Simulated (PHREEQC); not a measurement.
**Acid mine or pickling water (model solution)**

A made-up water analysis in mg/L, 20 °C, pH 3.46, pe 8.4:

| constituent | mg/L |
|---|---|
| Na | 24.6 |
| K | 122 |
| Ca | 304 |
| Mg | 265 |
| Cl | 413 |
| S(6) as SO4 | 1520 |
| Zn | 0.694 |

Cl is adjusted to close the charge balance.
Valence states are taken as typed.

Model: ion-association model, wateq4f.dat, run in PHREEQC.

Precipitation was switched off in this run.

### Question
Estimate the ionic strength.

### Answer
ionic strength 0.0535 mol/kgw.

### Question
In which forms is S present?

### Answer
SO4-2 63 %, MgSO4 21 %, CaSO4 14 %, HSO4- 1.1 %, KSO4- 0.6 % of the S.

Species that the database lacks are ignored.
